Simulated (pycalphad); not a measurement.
Source of the numbers: pycalphad with the COST 507 light-alloy database (1999); pressure 1 atm. The data set is of 1999 and partly superseded. Amounts are mole fractions of atoms.

Question: Give the equilibrium state of Al-2.6Mg-11.4Si (at.%) at 700 K.

Answer: FCC_A1, fraction 0.865, with 0.21 Mg, 0.35 Si at.%; DIAMOND_A4, fraction 0.099, with no Mg, >99.99 Si at.%; MG2SI, fraction 0.036, with 66.7 Mg, 33.3 Si at.%.

Database names, with the compositions (at.%) that they take in these runs: MG2SI: Mg 67 Si 33. FCC_A1 is fcc; DIAMOND_A4 is diamond (Si). An entry "none" or "no" means that the model of the phase leaves that element out.
